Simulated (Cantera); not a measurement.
Charge: 1 mol Ti(OiPr)4, 210 mol H2, at 1.33 mbar.

Cantera equilibrium calculation (NASA polynomials, part measured and part estimated; ideal gas, pure solids and liquids). Candidate condensed phases: C, C6H6, C7H8, C8H18, H2O, Ti, TiC, TiO, TiO2, Ti2O3, Ti3O5, Ti4O7; 113 gas species. The feed counts by its element totals alone. TiC: taken at fixed stoichiometry. Equilibrium is a limit: real reactors are often held back by kinetics, nucleation or transport.

Q: At 1450 K, list the 3 most abundant gas species with their mole fractions, and the condensed phases.

A: H2 0.982, CO 0.0175, H 0.000257. Condensed: C(graphite) + TiC(s).
